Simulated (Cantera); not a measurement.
Charge: 1 mol SiH4, 0.015 mol C2H4, 210 mol H2, held at 10000 Pa.

Method: chemical equilibrium by Gibbs-energy minimisation in Cantera with the NASA 1993 tables (ideal gas, pure condensed phases). Candidate condensed phases: C, C6H6, C7H8, C8H18, Si, SiC; 87 gas species. Mutual solubility and eutectic melting of coexisting phases are not modelled. Gases not in the tables: Si2H6 and higher silanes. The numbers say what is thermodynamically allowed, not how fast it happens. All values below are at 1875 K.

Base state: H2 0.998, H 0.00207, Si 9.06e-5, SiH2 4.96e-5, SiH 2.65e-5 (mole fractions); condensed: Si(l) + SiC(s).

Problem. What changes in the equilibrium state with this change: pressure from 10000 Pa to 39000 Pa?

Solution. 
```csv
species,before,after
H2,0.998,0.999
H,0.00207,0.00105
SiH2,4.96e-5,4.96e-5
Si,9.06e-5,2.32e-5
SiH,2.65e-5,1.34e-5
"Si(l), mol",0.934,0.953
"SiC(s), mol",0.0291,0.0281
```
